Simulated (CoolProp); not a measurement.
The numbers come from the reference Helmholtz-energy equation of state, Wagner 2002 in CoolProp.

Give the vapour pressure (kPa), liquid density (kg/m³), liquid viscosity (µPa s), vapour viscosity (µPa s) of saturated water at 324.2, 382.8 K.


```
T (K)  p (kPa)  liquid density (kg/m³)  liquid viscosity (µPa s)  vapour viscosity (µPa s)
-----  -------  ----------------------  ------------------------  ------------------------
324.2     13.0                     988                       537                      10.6
382.8      142                     951                       255                      12.6
```

Viscosity comes from a separate model (Huber 2009).
